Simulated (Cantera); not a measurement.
# Reactions in the system N-O-Zr

Source: NASA polynomial tables (part measured, part estimated), evaluated in Cantera. Values are per mole of reaction as written; species without (g) are pure solids or liquids, kept so even where they would boil at 1 bar. ZrN: taken at fixed stoichiometry.

2 N2O(g) + ZrN = 5 N(g) + ZrO2

| T (K) | ΔH° (kJ) | ΔS° (J/K) | ΔG° (kJ) | log10 K | condensed phases |
|---|---|---|---|---|---|
| 1400 | 1492.8 | 379.3 | 961.8 | -35.88 | ZrN(s), ZrO2(monoclinic) |
| 1475 | 1493.6 | 379.8 | 933.3 | -33.05 | ZrN(s), ZrO2(monoclinic) |
| 1550 | 1499.8 | 384.0 | 904.6 | -30.48 | ZrN(s), ZrO2(tetragonal) |
| 1625 | 1500.0 | 384.1 | 875.7 | -28.15 | ZrN(s), ZrO2(tetragonal) |
| 1700 | 1500.0 | 384.2 | 846.9 | -26.02 | ZrN(s), ZrO2(tetragonal) |
| 1775 | 1500.0 | 384.1 | 818.1 | -24.08 | ZrN(s), ZrO2(tetragonal) |
| 1850 | 1499.9 | 384.1 | 789.3 | -22.29 | ZrN(s), ZrO2(tetragonal) |
| 1925 | 1499.6 | 384.0 | 760.5 | -20.64 | ZrN(s), ZrO2(tetragonal) |
| 2000 | 1499.3 | 383.8 | 731.7 | -19.11 | ZrN(s), ZrO2(tetragonal) |
